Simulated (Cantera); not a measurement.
A perfectly stirred reactor is fed with C2H4 : H2 = 1 : 21 (molar parts), at 0.00740 atm; it is held at 1950 K, and followed from long to short residence time.

Detailed kinetics in Cantera: GRI-Mech 3.0 (53 species, 325 reactions). GRI-Mech 3.0 was tuned for natural gas; its chemistry of ethylene as a main component is partial and can be far from experiment. GRI-Mech 3.0 stops at C3 and has no aromatics, soot or wall deposition, so with more carbon than oxygen in the feed, carbon stays in small species such as C2H2 where larger ones or solid carbon would form. Radical loss at walls, strong at low pressure, is not modelled.

**Question.** Predict: x(C2H4) at τ = 5.60 s; x(H2) at τ = 5.60 s; x(CH4) at τ = 5.60 s; x(C2H2) at τ = 5.60 s; x(C2H4) at τ = 78.0 ms; x(H2) at τ = 78.0 ms; x(CH4) at τ = 78.0 ms; x(C2H2) at τ = 78.0 ms; x(C2H6) at τ = 78.0 ms.

**Answer.** x(C2H4) at τ = 5.60 s: 6.55e-6
x(H2) at τ = 5.60 s: 0.948
x(CH4) at τ = 5.60 s: 3.57e-5
x(C2H2) at τ = 5.60 s: 0.0432
x(C2H4) at τ = 78.0 ms: 0.00200
x(H2) at τ = 78.0 ms: 0.956
x(CH4) at τ = 78.0 ms: 1.36e-5
x(C2H2) at τ = 78.0 ms: 0.0415
x(C2H6) at τ = 78.0 ms: 1.07e-9
